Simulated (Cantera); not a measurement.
# NO annealing gas

An isothermal, constant-pressure homogeneous reactor starts with NO : N2 = 1 : 0.92 (molar parts), at 1848 K and 0.0133 bar.

Detailed kinetics in Cantera: GRI-Mech 3.0 (53 species, 325 reactions). Radical loss at walls, strong at low pressure, is not modelled.

| t (s) | x NO | x N2 | x NO2 | x O | x O2 | x N2O |
|---|---|---|---|---|---|---|
| 8.00e-5 | 0.521 | 0.479 | 4.25e-11 | 1.02e-7 | 1.96e-11 | 1.02e-7 |
| 0.000352 | 0.521 | 0.479 | 8.13e-10 | 4.48e-7 | 3.78e-10 | 4.48e-7 |
| 0.00155 | 0.521 | 0.479 | 1.54e-8 | 1.98e-6 | 7.33e-9 | 1.96e-6 |
| 0.00684 | 0.521 | 0.479 | 2.70e-7 | 8.75e-6 | 1.45e-7 | 8.38e-6 |
| 0.0301 | 0.521 | 0.479 | 3.42e-6 | 3.97e-5 | 3.30e-6 | 3.25e-5 |
| 0.133 | 0.520 | 0.479 | 1.35e-5 | 0.000147 | 9.54e-5 | 8.31e-5 |
| 0.585 | 0.518 | 0.480 | 1.71e-5 | 0.000197 | 0.000998 | 9.55e-5 |
| 2.58 | 0.510 | 0.484 | 2.30e-5 | 0.000228 | 0.00526 | 9.00e-5 |
| 11.3 | 0.470 | 0.504 | 4.03e-5 | 0.000331 | 0.0252 | 7.06e-5 |
| 50.0 | 0.301 | 0.589 | 5.54e-5 | 0.000575 | 0.109 | 2.45e-5 |
x: mole fraction; the columns are a selection and need not sum to one.

Equilibrium at this temperature and pressure: NO 0.00524, N2 0.737, NO2 1.52e-6, O 0.000837, O2 0.257, N2O 3.34e-8 (gas phase only).
